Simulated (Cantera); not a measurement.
What does this Cantera script print?

```python
import numpy as np
import cantera as ct

gas_names = """
    N NO NO2 NO3 N2 N2O O O2 O3 Si SiN SiO SiO2 Si2 Si2N Si3
""".split()
cond_names = """
    Si(cr) Si(L) SiO2(Lqz) SiO2(hqz) SiO2(L) Si2N2O(s) Si3N4(a)
""".split()


# ... load() reads the species with a 1 bar reference pressure and builds the phases ...
atoms = {
    'Si3N4': {'Si': 3, 'N': 4},
    'O2': {'O': 2},
    'N2': {'N': 2},
}
top_T = {'Si2N2O(s)': 2100, 'Si3N4(a)': 2400}  # K; cautious upper limits of use, not melting points


# ... equilibrate(T, P, feed) seeds the gas with the atoms and calls Mixture.equilibrate('TP', solver="vcs", rtol=1e-11, max_steps=5000) ...
results = []
feed = {'Si3N4': 1, 'O2': 0.031, 'N2': 710}  # mol
P = 0.52  # Pa
for T in [1248, 1298, 1348, 1398, 1448, 1498, 1548, 1598, 1648, 1698, 1748, 1798, 1848]:
    mix = equilibrate(T, P, feed)
    results.append((T, P, feed, dict(zip(mix.species_names, mix.species_moles))))

top = {s: max(r[3][s] / sum(r[3][g] for g in gas_names) for r in results) for s in gas_names}
cols = sorted((s for s in top if top[s] > 1e-06), key=lambda s: -top[s])[:8]
seen = [c for c in cond_names if any(r[3].get(c, 0) > 1e-12 for r in results)]
print("log10 of partial pressures in bar; condensed amounts in mol")
print(f"{'T/K':>10s}" + "".join(f"{s[:9]:>10s}" for s in cols + seen))
for T, P, feed, n in results:
    ng = sum(n[g] for g in gas_names)
    print(f"{T:10.4g}" + "".join(f"{np.log10(max(n[s] / ng * P / 1e5, 1e-99)):10.3f}" for s in cols)
          + "".join(f"{n.get(c, 0):10.4g}" for c in seen))
```

Output:

```
log10 of partial pressures in bar; condensed amounts in mol
       T/K        N2        Si       SiO      Si2N       SiN       Si2    Si(cr) Si2N2O(s)  Si3N4(a)
      1248    -5.284   -12.203    -9.821   -15.254   -14.176   -17.134         0   0.04137    0.9655
      1298    -5.284   -11.086    -9.343   -13.829   -13.187   -15.400         0         0     0.979
      1348    -5.284   -10.052    -9.343   -12.511   -12.272   -13.797         0         0    0.9752
      1398    -5.284    -9.108    -9.344   -11.320   -11.439   -12.341     2.829         0         0
      1448    -5.284    -8.534    -9.344   -10.819   -10.968   -11.594     2.531         0         0
      1498    -5.285    -7.998    -9.345   -10.353   -10.528   -10.898     1.541         0         0
      1548    -5.286    -7.675    -9.346   -10.271   -10.295   -10.601         0         0         0
      1598    -5.286    -7.672    -9.346   -10.796   -10.377   -10.924         0         0         0
      1648    -5.286    -7.671    -9.346   -11.292   -10.455   -11.231         0         0         0
      1698    -5.286    -7.671    -9.346   -11.760   -10.529   -11.521         0         0         0
      1748    -5.286    -7.671    -9.346   -12.201   -10.599   -11.794         0         0         0
      1798    -5.286    -7.671    -9.346   -12.617   -10.665   -12.052         0         0         0
      1848    -5.286    -7.671    -9.346   -13.012   -10.727   -12.296         0         0         0
```

Cantera equilibrium calculation (NASA polynomials, part measured and part estimated; ideal gas, pure solids and liquids). Mutual solubility and eutectic melting of coexisting phases are not modelled.
